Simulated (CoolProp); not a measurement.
Vapour-liquid equilibrium of C2F6 (R116) (1) + propane (2) at -21.85 °C; x and y are mole fractions of (1).

Model: multi-fluid Helmholtz-energy mixture model, Lemmon 2006 and Lemmon 2009; pair parameters Bell 2016, in CoolProp.

```csv
x,"bubble pressure, mixture model (kPa)","bubble pressure, Raoult's law (kPa)","y, mixture model","y, Raoult's law"
0.05,424.0,266.7,0.457,0.185
0.2,711.9,380.8,0.684,0.520
0.35,804.0,494.9,0.730,0.700
0.5,852.3,609.0,0.758,0.812
0.65,899.6,723.1,0.795,0.889
0.8,948.0,837.2,0.857,0.945
0.95,983.8,951.3,0.956,0.988
```

The largest gap from Raoult's law is +86.9 % in bubble pressure, at x = 0.2. No azeotrope shows between x = 0.05 and 0.95.

The pair parameters rest on a limited set of measurements; away from them the model extrapolates. With so large a gap from Raoult's law the liquid may split in two, which this calculation doesn't test in full.
